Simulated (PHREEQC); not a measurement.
# Spent oxide etchant (model solution)

Solution (5 °C): 0.26 mol/kgw NH4HF2, 0.019 mol/kgw (NH4)2SiF6 and 0.0033 mol/kgw H3AsO4. Closed to the air; pH follows from the charge balance.

Equilibrium calculation in PHREEQC: ion-association model, wateq4f.dat.

Each row changes one thing in this solution. This is a speciation only: nothing precipitates in the calculation.

| case | pH | ionic strength (mol/kgw) | F- (mol/kgw) | HF (mol/kgw) | HF2- (mol/kgw) | H2F2 (mol/kgw) | SI of Quartz (SiO2) |
|---|---|---|---|---|---|---|---|
| as made | 3.13 | 0.318 | 0.195 | 0.0961 | 0.0629 | 0.0516 | -11.25 |
| temperature from 5 to 45 °C | 3.24 | 0.318 | 0.163 | 0.126 | 0.0945 | 0.0210 | -9.31 |
| diluted 100-fold with water | 3.22 | 0.00381 | 0.00319 | ? | 1.92e-5 | 1.93e-5 | -2.56 |
| diluted 2-fold with water | 3.10 | 0.160 | 0.107 | 0.0641 | ? | 0.0221 | -10.22 |
| NH4HF2 left out | 2.66 | 0.0592 | 0.000817 | 0.00152 | 3.93e-6 | ? | +0.90 |

### Question
Some entries are withheld; supply them.

### Answer

- diluted 100-fold with water, HF (mol/kgw): 0.00193
- diluted 2-fold with water, HF2- (mol/kgw): 0.0222
- NH4HF2 left out, H2F2 (mol/kgw): 1.22e-5

Some of these states are supersaturated (in Quartz (slow to form), Chalcedony (slow to form), for instance). wateq4f.dat counts part of the HF as a dimer, H2F2, which phreeqc.dat doesn't know; its constant is uncertain. Constants without temperature data keep their 25 °C values here. SiF6-2 is the database's only silicon fluoride.
